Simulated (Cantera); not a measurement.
Input: 1 mol SO₂, 0.56 mol H₂, held at 575 °C and 1 atm.

These are equilibrium values from Cantera (NASA tables, ideal gas, pure condensed phases), not measurements of a reactor. Candidate condensed phases: H₂O, H₂SO₄, S; 19 gas species. Gases not in the tables: S₃ to S₇. Kinetics and transport are ignored.

Base state: SO₂ 0.531, H₂O 0.357, S₂ 0.0635, H₂S 0.0418, S₂O 0.00586, H₂ 0.000176, S₈ 0.000123 (mole fractions); condensed: gas only.

Q: What changes in the equilibrium state with this change: SO₂ replaced by CO₂?

A: 
```tsv
species	before	after
CO₂	0	0.500
H₂O	0.357	0.178
H₂	0.000176	0.160
SO₂	0.531	0
CO	0	0.146
S₂	0.0635	0
H₂S	0.0418	0
CH₄	0	0.0162
S₂O	0.00586	0
S₈	0.000123	0
```
Further candidate phases: C, C₆H₆, C₇H₈, C₈H₁₈.

Q: What changes in the equilibrium state with this change: 0.097 mol O₂ added?

A: 
```
species    before     after
-------  --------  --------
SO₂         0.531     0.573
H₂O         0.357     0.356
S₂         0.0635    0.0387
H₂S        0.0418    0.0278
S₈       0.000123   1.70e-5
S₂O       0.00586   0.00420
H₂       0.000176  0.000150
```

Q: What changes in the equilibrium state with this change: pressure from 1 atm to 1.00 Torr?

A: 
| species | before | after |
|---|---|---|
| SO₂ | 0.531 | 0.514 |
| H₂O | 0.357 | 0.383 |
| S₂ | 0.0635 | 0.0891 |
| H₂S | 0.0418 | 0.0112 |
| S₈ | 0.000123 | <1e-9 |
| H₂ | 0.000176 | 0.00110 |
